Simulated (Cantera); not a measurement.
Input (Python, Cantera) and output of one run.

```python
import numpy as np
import cantera as ct

gas_names = """
    B BCL BCL2 BCL3 BH BH2 BH3 BN B2 CL CL2 H HCL H2 N NH NH2 NH3 N2 N2H2 N2H4
""".split()
cond_names = """
    B(b) B(L) BN(s) NH4CL(a) NH4CL(b)
""".split()


# ... load() reads the species with a 1 bar reference pressure and builds the phases ...
atoms = {
    'BN': {'B': 1, 'N': 1},
    'HCl': {'H': 1, 'CL': 1},
    'H2': {'H': 2},
}
top_T = {'BN(s)': 3200}  # K; cautious upper limits of use, not melting points


# ... equilibrate(T, P, feed) seeds the gas with the atoms and calls Mixture.equilibrate('TP', solver="vcs", rtol=1e-11, max_steps=5000) ...
results = []
feed = {'BN': 1, 'HCl': 2.4, 'H2': 0.39}  # mol
T = 1525  # K
P = 133.322  # Pa
mix = equilibrate(T, P, feed)
results.append((T, P, feed, dict(zip(mix.species_names, mix.species_moles))))
x = sorted(zip(gas.X, gas.species_names), reverse=True)
print(f"T = {T:g} K  P = {P:g} Pa  gas = {mix.phase_moles(0):.4g} mol")
print("   x: " + "  ".join(f"{s} {v:.3e}" for v, s in x if v > 1e-06))
print("   condensed (mol): " + ("  ".join(f"{mix.phase(i).name} {mix.phase_moles(i):.4g}"
      for i in range(1, mix.n_phases) if mix.phase_moles(i) > 1e-12) or "none"))
```

It prints:

```
T = 1525 K  P = 133.322 Pa  gas = 2.794 mol
   x: HCL 7.946e-01  H2 1.717e-01  BCL3 2.057e-02  N2 1.082e-02  CL 9.967e-04  BCL2 6.256e-04  BCL 4.461e-04  H 2.684e-04
   condensed (mol): BN(s) 0.9395
```

Cantera equilibrium calculation (NASA polynomials, part measured and part estimated; ideal gas, pure solids and liquids). The tables' values for BCl2, BCl are old estimates; treat these amounts as uncertain. Gases not in the tables: BHCl2.
